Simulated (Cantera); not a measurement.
Source: NASA polynomial tables (part measured, part estimated), evaluated in Cantera. Values are per mole of reaction as written; species without (g) are pure solids or liquids, kept so even where they would boil at 1 bar. TaC: taken at fixed stoichiometry.

### Question
Between 2048 and 2248 K, where is each reaction favourable under standard conditions?
- 3 H2(g) + 2 TaC → 2 Ta + 2 CH3(g)

### Answer
- 3 H2(g) + 2 TaC → 2 Ta + 2 CH3(g): ΔG° is 656 kJ at 2048 K and 666 kJ at 2248 K; it stays positive (K < 1). ΔH° is 545 kJ and ΔS° -54 J/K at 2248 K.
